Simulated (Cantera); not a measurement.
Input (Python, Cantera) and output of one run.

```python
import numpy as np
import cantera as ct

gas_names = """
    B BN BO BO2 B2 B2O B2O2 B2O3 N NO NO2 NO3 N2 N2O O O2 O3
""".split()
cond_names = """
    B(b) B(L) BN(s) B2O3(L)
""".split()


def load(file, names, dense=False):
    # The tables refer to 1 bar. Condensed volumes are neglected.
    table = {s.name: s for s in ct.Species.list_from_file(file)}
    out = []
    for n in names:
        d = dict(table[n].input_data)
        d["thermo"] = dict(d["thermo"], **{"reference-pressure": 1e5})
        if dense:
            d["equation-of-state"] = {"model": "constant-volume", "density": "1e6 g/cm^3"}
        out.append(ct.Species.from_dict(d))
    return out


gas = ct.Solution(thermo="ideal-gas", species=load("nasa_gas.yaml", gas_names))
cond = {s.name: ct.Solution(thermo="fixed-stoichiometry", species=[s], name=s.name)
        for s in load("nasa_condensed.yaml", cond_names, dense=True)}
atoms = {
    'B2O3': {'B': 2, 'O': 3},
    'O2': {'O': 2},
    'N2': {'N': 2},
}
top_T = {'BN(s)': 3200}  # K; cautious upper limits of use, not melting points


def equilibrate(T, P, feed):
    n = {}
    for name, mol in feed.items():
        for a, k in atoms[name].items():
            n[a] = n.get(a, 0.0) + k * mol
    gas.TPX = T, P, n
    mass = sum(n.values()) * gas.mean_molecular_weight
    gas.equilibrate("TP")
    valid = [c for c in cond.values() if c.min_temp <= T <= top_T.get(c.name, c.max_temp)]
    mix = ct.Mixture([(gas, mass / gas.mean_molecular_weight)] + [(c, 0.0) for c in valid])
    mix.T, mix.P = T, P
    mix.equilibrate("TP", solver="vcs", rtol=1e-11, max_steps=5000)
    return mix


results = []
P = 20000  # Pa
for T in [1500, 1550, 1600, 1650, 1700, 1750, 1800, 1850, 1900, 1950, 2000, 2050, 2100, 2150]:
    for m in [4.5, 6.2, 8.5, 12, 16, 22, 30, 40, 55, 75, 100, 140, 190]:
        feed = {'B2O3': 1, 'O2': 1.8, 'N2': m}  # mol
        mix = equilibrate(T, P, feed)
        results.append((T, P, feed, dict(zip(mix.species_names, mix.species_moles))))

for T, P, feed, n in results:
    print(f"{T:7g} {feed['N2']:10.4g}  " + (" + ".join(c for c in cond_names if n.get(c, 0) > 1e-12) or "gas only"))
```

It prints:

```
   1500        4.5  B2O3(L)
   1500        6.2  B2O3(L)
   1500        8.5  B2O3(L)
   1500         12  B2O3(L)
   1500         16  B2O3(L)
   1500         22  B2O3(L)
   1500         30  B2O3(L)
   1500         40  B2O3(L)
   1500         55  B2O3(L)
   1500         75  B2O3(L)
   1500        100  B2O3(L)
   1500        140  B2O3(L)
   1500        190  B2O3(L)
   1550        4.5  B2O3(L)
   1550        6.2  B2O3(L)
   1550        8.5  B2O3(L)
   1550         12  B2O3(L)
   1550         16  B2O3(L)
   1550         22  B2O3(L)
   1550         30  B2O3(L)
   1550         40  B2O3(L)
   1550         55  B2O3(L)
   1550         75  B2O3(L)
   1550        100  B2O3(L)
   1550        140  B2O3(L)
   1550        190  B2O3(L)
   1600        4.5  B2O3(L)
   1600        6.2  B2O3(L)
   1600        8.5  B2O3(L)
   1600         12  B2O3(L)
   1600         16  B2O3(L)
   1600         22  B2O3(L)
   1600         30  B2O3(L)
   1600         40  B2O3(L)
   1600         55  B2O3(L)
   1600         75  B2O3(L)
   1600        100  B2O3(L)
   1600        140  B2O3(L)
   1600        190  B2O3(L)
   1650        4.5  B2O3(L)
   1650        6.2  B2O3(L)
   1650        8.5  B2O3(L)
   1650         12  B2O3(L)
   1650         16  B2O3(L)
   1650         22  B2O3(L)
   1650         30  B2O3(L)
   1650         40  B2O3(L)
   1650         55  B2O3(L)
   1650         75  B2O3(L)
   1650        100  B2O3(L)
   1650        140  B2O3(L)
   1650        190  B2O3(L)
   1700        4.5  B2O3(L)
   1700        6.2  B2O3(L)
   1700        8.5  B2O3(L)
   1700         12  B2O3(L)
   1700         16  B2O3(L)
   1700         22  B2O3(L)
   1700         30  B2O3(L)
   1700         40  B2O3(L)
   1700         55  B2O3(L)
   1700         75  B2O3(L)
   1700        100  B2O3(L)
   1700        140  B2O3(L)
   1700        190  B2O3(L)
   1750        4.5  B2O3(L)
   1750        6.2  B2O3(L)
   1750        8.5  B2O3(L)
   1750         12  B2O3(L)
   1750         16  B2O3(L)
   1750         22  B2O3(L)
   1750         30  B2O3(L)
   1750         40  B2O3(L)
   1750         55  B2O3(L)
   1750         75  B2O3(L)
   1750        100  B2O3(L)
   1750        140  gas only
   1750        190  gas only
   1800        4.5  B2O3(L)
   1800        6.2  B2O3(L)
   1800        8.5  B2O3(L)
   1800         12  B2O3(L)
   1800         16  B2O3(L)
   1800         22  B2O3(L)
   1800         30  B2O3(L)
   1800         40  B2O3(L)
   1800         55  gas only
   1800         75  gas only
   1800        100  gas only
   1800        140  gas only
   1800        190  gas only
   1850        4.5  B2O3(L)
   1850        6.2  B2O3(L)
   1850        8.5  B2O3(L)
   1850         12  B2O3(L)
   1850         16  B2O3(L)
   1850         22  B2O3(L)
   1850         30  gas only
   1850         40  gas only
   1850         55  gas only
   1850         75  gas only
   1850        100  gas only
   1850        140  gas only
   1850        190  gas only
   1900        4.5  B2O3(L)
   1900        6.2  B2O3(L)
   1900        8.5  B2O3(L)
   1900         12  B2O3(L)
   1900         16  gas only
   1900         22  gas only
   1900         30  gas only
   1900         40  gas only
   1900         55  gas only
   1900         75  gas only
   1900        100  gas only
   1900        140  gas only
   1900        190  gas only
   1950        4.5  B2O3(L)
   1950        6.2  gas only
   1950        8.5  gas only
   1950         12  gas only
   1950         16  gas only
   1950         22  gas only
   1950         30  gas only
   1950         40  gas only
   1950         55  gas only
   1950         75  gas only
   1950        100  gas only
   1950        140  gas only
   1950        190  gas only
   2000        4.5  gas only
   2000        6.2  gas only
   2000        8.5  gas only
   2000         12  gas only
   2000         16  gas only
   2000         22  gas only
   2000         30  gas only
   2000         40  gas only
   2000         55  gas only
   2000         75  gas only
   2000        100  gas only
   2000        140  gas only
   2000        190  gas only
   2050        4.5  gas only
   2050        6.2  gas only
   2050        8.5  gas only
   2050         12  gas only
   2050         16  gas only
   2050         22  gas only
   2050         30  gas only
   2050         40  gas only
   2050         55  gas only
   2050         75  gas only
   2050        100  gas only
   2050        140  gas only
   2050        190  gas only
   2100        4.5  gas only
   2100        6.2  gas only
   2100        8.5  gas only
   2100         12  gas only
   2100         16  gas only
   2100         22  gas only
   2100         30  gas only
   2100         40  gas only
   2100         55  gas only
   2100         75  gas only
   2100        100  gas only
   2100        140  gas only
   2100        190  gas only
   2150        4.5  gas only
   2150        6.2  gas only
   2150        8.5  gas only
   2150         12  gas only
   2150         16  gas only
   2150         22  gas only
   2150         30  gas only
   2150         40  gas only
   2150         55  gas only
   2150         75  gas only
   2150        100  gas only
   2150        140  gas only
   2150        190  gas only
```

Cantera equilibrium calculation (NASA polynomials, part measured and part estimated; ideal gas, pure solids and liquids).
